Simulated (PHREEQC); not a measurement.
Solution (20 °C): 0.0051 mol H3PO4 and 0.01 mol HF per kg of water. Closed to the air; pH follows from the charge balance.

Equilibrium calculation in PHREEQC: ion-association model, phreeqc.dat.

```json
[
 {"quantity": "pH", "before": "2.35", "after": "2.63"},
 {"quantity": "ionic strength (mol/kgw)", "before": "0.00477", "after": "0.00249"},
 {"quantity": "HF (mol/kgw)", "before": "0.00842", "after": "0.00744"},
 {"quantity": "F- (mol/kgw)", "before": "0.00148", "after": "0.00242"},
 {"quantity": "HF2- (mol/kgw)", "before": "4.60e-5", "after": "6.64e-5"}
]
```

Q: Name the change that produced these shifts.
A. H3PO4 replaced by K3PO4 at the same molality
B. H3PO4 left out
C. H3PO4 from 0.0051 to 0.00561 mol/kgw
D. 0.00078 mol/kgw KCl added
E. temperature from 20 to 75 °C

A: B, H3PO4 left out

No solid was allowed to form.
